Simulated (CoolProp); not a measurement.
CF4 (R14) at several states: density (kg/m³) from the reference equation and from simpler models built on Tc = 227.4 K, pc = 3762 kPa, ω = 0.178; each cubic takes its own stable root.

Model: reference Helmholtz-energy equation of state, Platzer 1990, in CoolProp. This equation is an older, rougher fit; its heat capacities, sound speeds and derivatives of the liquid may be far off and weren't checked against measurements.

| T (K) | p (kPa) | phase | reference | Redlich-Kwong | Peng-Robinson |
|---|---|---|---|---|---|
| 224.1 | 17900 | liquid | [?] | 1244 | 1390 |
| 296.7 | 26.2 | gas | 0.9356 | 0.9357 | 0.9357 |
| 172 | 213 | gas | [?] | [?] | 13.78 |

Question: What belongs in the gaps?

Answer: 
- 224.1, reference: 1275
- 172, reference: 13.74
- 172, Redlich-Kwong: 13.71
